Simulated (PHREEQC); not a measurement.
Dissolve 37 mmol/kgw FeCl3, 48 mmol/kgw ZnCl2 and 0.054 mmol/kgw NaF at 20 °C. Closed to the air; pH follows from the charge balance.

Computed with PHREEQC (ion-association model, phreeqc.dat).

Q: The ionic strength comes out as 0.291 mol/kgw. What activity coefficients do FeCl2+, Zn+2, ZnCl3-, ZnCl4-2, Fe+3 get?

A: FeCl2+ 0.72, Zn+2 0.26, ZnCl3- 0.69, ZnCl4-2 0.26, Fe+3 0.11.

This is a speciation only: nothing precipitates in the calculation. Examples of supersaturated solids here: Hematite (slow to form), Goethite (slow to form). Others may be too. Fluoro complexes past AlF4- and FeF3 are missing from the database.
